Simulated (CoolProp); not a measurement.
Properties of n-decane at several states (Tc = 617.7 K, pc = 2101 kPa, ω = 0.488).

Model: reference Helmholtz-energy equation of state, Lemmon 2006, in CoolProp. It is a short technical equation, of lower accuracy than the large ones.

```csv
T (K),p (kPa),phase,density (kg/m³),cp (kJ/(kg K)),speed of sound (m/s),Joule-Thomson coefficient (K/MPa),viscosity (µPa s)
379.5,11400,liquid,___,2.497,1029,-0.3508,395
326.7,10200,liquid,713.5,___,1193,-0.4078,___
477.6,288,liquid,___,___,___,-0.09098,___
```

Q: Complete the blanks.

A: 
- 379.5, density (kg/m³): 676.3
- 326.7, cp (kJ/(kg K)): 2.291
- 326.7, viscosity (µPa s): 657
- 477.6, density (kg/m³): 575.0
- 477.6, cp (kJ/(kg K)): 2.948
- 477.6, speed of sound (m/s): 603.4
- 477.6, viscosity (µPa s): 164

Viscosity comes from a separate model (Huber 2004).
